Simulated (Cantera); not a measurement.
A perfectly stirred reactor is fed with 19.9 % H2, 79.6 % O2, 0.525 % H2O, at 10.5 Torr; it is held at 1375 K, and followed from long to short residence time.

Detailed kinetics in Cantera: GRI-Mech 3.0 (53 species, 325 reactions). Radical loss at walls, strong at low pressure, is not modelled. The temperature is held fixed by assumption; the heat of reaction is taken as removed at once.

x: mole fraction; the columns are a selection and need not sum to one.

```
τ (s)        x H2   x O2    x HO2     x OH       x O       x H   x H2O2
-------  --------  -----  -------  -------  --------  --------  -------
11       0.000151  0.772  1.05e-6  0.00201  0.000923   6.45e-5  6.05e-8
2.3      0.000425  0.769  2.20e-6  0.00339   0.00263  0.000311  1.03e-7
0.46      0.00120  0.764  3.97e-6  0.00572   0.00758   0.00152  1.65e-7
0.092         [?]  0.749      [?]      [?]       [?]       [?]      [?]
0.019     0.00707  0.719  6.47e-6   0.0135    0.0466    0.0236  2.67e-7
0.0038     0.0123  0.688  6.24e-6   0.0165    0.0716    0.0469  2.63e-7
0.00076    0.0242  0.685  5.95e-6   0.0190    0.0714    0.0571  2.91e-7
0.00015       [?]  0.716      [?]   0.0198       [?]       [?]  3.07e-7
```

### Question
Complete the blanks.

### Answer

- 0.092, x H2: 0.00320
- 0.092, x HO2: 5.72e-6
- 0.092, x OH: 0.00932
- 0.092, x O: 0.0207
- 0.092, x H: 0.00689
- 0.092, x H2O2: 2.34e-7
- 0.00015, x H2: 0.0699
- 0.00015, x HO2: 5.16e-6
- 0.00015, x O: 0.0454
- 0.00015, x H: 0.0484
